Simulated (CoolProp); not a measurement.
Vapour-liquid equilibrium of R22 (1) + R11 (2) at 0.119 MPa; x and y are mole fractions of (1).

Values from CoolProp's multi-fluid Helmholtz-energy mixture model, Kamei 1995 and Jacobsen 1992; pair parameters Bell 2016.

```tsv
x	bubble temperature (°C)	y at the bubble point	dew temperature at overall composition x (°C)	liquid density (mol/L)
0.05	12.7	0.451	26.9	11.09
0.125	-1.8	0.714	24.6	11.57
0.2	-10.4	0.819	22.2	11.96
0.275	-16.1	0.871	19.6	12.32
0.35	-20.2	0.903	16.8	12.68
0.425	-23.3	0.924	13.8	13.02
0.5	-25.8	0.939	10.4	13.38
0.575	-28.0	0.951	6.7	13.75
0.65	-29.8	0.961	2.4	14.13
0.725	-31.6	0.970	-2.6	14.52
0.8	-33.2	0.979	-8.6	14.94
0.875	-34.7	0.987	-16.5	15.38
0.95	-36.3	0.995	-27.8	15.85
```

No azeotrope shows between x = 0.05 and 0.95.

The pair parameters rest on a limited set of measurements; away from them the model extrapolates.
